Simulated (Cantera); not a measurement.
Input: 1 mol MgO, 2.4 mol F2, held at 1152 °C and 66.0 Torr.

Cantera equilibrium calculation (NASA polynomials, part measured and part estimated; ideal gas, pure solids and liquids). Candidate condensed phases: Mg, MgF2, MgO; 14 gas species. Equilibrium is a limit: real reactors are often held back by kinetics, nucleation or transport.

Base state: F 0.829, O2 0.154, F2 0.0165, MgF2 0.000131, FO 2.55e-5 (mole fractions); condensed: MgF2(s).

Question: What changes in the equilibrium state with this change: MgO replaced by CaO?

Answer: 
```
species         before    after
------------  --------  -------
F                0.829    0.829
O2               0.154    0.154
F2              0.0165   0.0165
MgF2          0.000131        0
FO             2.55e-5  2.55e-5
MgF2(s), mol     1.000        0
CaF2(s), mol         0    1.000
```
Further candidate phases: Ca, CaF2, CaO.

Question: What changes in the equilibrium state with this change: temperature from 1152 °C to 377 °C?

Answer: 
| species | before | after |
|---|---|---|
| F2 | 0.0165 | 0.736 |
| O2 | 0.154 | 0.263 |
| F | 0.829 | 0.00142 |
| MgF2 | 0.000131 | <1e-9 |
| FO | 2.55e-5 | 3.75e-9 |
| FO2 | 7.46e-6 | 2.22e-5 |
| MgF2(s), mol | 1.000 | 1.00 |
